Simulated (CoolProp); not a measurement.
Vapour-liquid equilibrium of benzene (1) + n-decane (2) at 0.455 MPa; x and y are mole fractions of (1).

Values from CoolProp's multi-fluid Helmholtz-energy mixture model, Thol 2012 and Lemmon 2006; pair parameters Bell 2016.

| x | bubble temperature (K) | y at the bubble point | dew temperature at overall composition x (K) | liquid density (mol/L) |
|---|---|---|---|---|
| 0.05 | 507.5 | 0.182 | 514.8 | 3.920 |
| 0.15 | 488.5 | 0.472 | 509.3 | 4.308 |
| 0.25 | 471.9 | 0.663 | 503.5 | 4.717 |
| 0.35 | 458.2 | 0.781 | 497.2 | 5.147 |
| 0.45 | 447.2 | 0.855 | 490.2 | 5.610 |
| 0.55 | 438.2 | 0.903 | 482.3 | 6.118 |
| 0.65 | 430.8 | 0.936 | 473.2 | 6.688 |
| 0.75 | 424.4 | 0.960 | 462.2 | 7.341 |
| 0.85 | 418.8 | 0.979 | 448.0 | 8.104 |
| 0.95 | 413.7 | 0.994 | 427.3 | 9.010 |

No azeotrope shows between x = 0.05 and 0.95.

The pair parameters rest on a limited set of measurements; away from them the model extrapolates.
